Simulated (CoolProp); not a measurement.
Ethylene along the isotherm 198.1 K: Z from the reference equation and from simpler models built on Tc = 282.4 K, pc = 50.42 bar, ω = 0.087; each cubic takes its own stable root.

Computed with CoolProp (reference Helmholtz-energy equation of state, Smukala 2000).

```csv
p (bar),phase,reference
25.2,liquid,0.08135
50.4,liquid,0.1616
75.6,liquid,0.2408
101,liquid,0.3197
126,liquid,0.3965
151,liquid,0.4726
176,liquid,0.5479
202,liquid,0.6256
227,liquid,0.6997
252,liquid,0.7732
```

**Question.** How far does each simpler model (Redlich-Kwong, Peng-Robinson) lie from the reference over these 10 states: mean and median of the absolute difference, and the worst?

**Answer.** 
- Redlich-Kwong: mean 3.7 %, median 3.6 %, worst +5.0 % at 198.1 K and 25.2 bar
- Peng-Robinson: mean 8.3 %, median 8.4 %, worst -8.7 % at 198.1 K and 252 bar
